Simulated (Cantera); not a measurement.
# Adiabatic ignition

An adiabatic, constant-pressure homogeneous reactor starts with CH4 : O2 : N2 = 1 : 3.39 : 12.7 (molar parts), equivalence ratio 0.59, at 1800 K and 1000000 Pa.

Detailed kinetics in Cantera: GRI-Mech 3.0 (53 species, 325 reactions).

```csv
t (s),T (K),x CH4,x O2,x H2,x N2O,x CO2
1.00e-6,1800,0.0584,0.198,9.98e-6,3.47e-10,1.15e-8
3.10e-6,1800,0.0581,0.198,5.01e-5,2.62e-9,4.29e-7
9.63e-6,1818,0.0528,0.195,0.00119,3.29e-8,5.14e-5
2.99e-5,2798,<1e-12,0.0796,0.00263,3.14e-6,0.0490
9.28e-5,2797,<1e-12,0.0782,0.00257,3.14e-6,0.0494
0.000288,2787,<1e-12,0.0750,0.00253,3.18e-6,0.0495
0.000894,2776,<1e-12,0.0714,0.00249,3.31e-6,0.0497
0.00278,2773,<1e-12,0.0705,0.00248,3.35e-6,0.0498
0.00862,2773,<1e-12,0.0705,0.00248,3.35e-6,0.0498
0.0267,2773,<1e-12,0.0705,0.00248,3.35e-6,0.0498
0.0830,2773,<1e-12,0.0705,0.00248,3.35e-6,0.0498
0.258,2773,<1e-12,0.0705,0.00248,3.35e-6,0.0498
0.800,2773,<1e-12,0.0705,0.00248,3.35e-6,0.0498
```
x: mole fraction; the columns are a selection and need not sum to one.

The time of steepest temperature rise comes out as 15.3 µs and the temperature at 0.800 s comes out as 2773 K. The equilibrium temperature is 2773 K and the x(CH4) at 0.800 s is <1e-12 (gas-phase equilibrium <1e-12). The x(O2) at 0.800 s is 0.0705 (gas-phase equilibrium 0.0705) and the x(H2) at 0.800 s is 0.00248 (gas-phase equilibrium 0.00248).
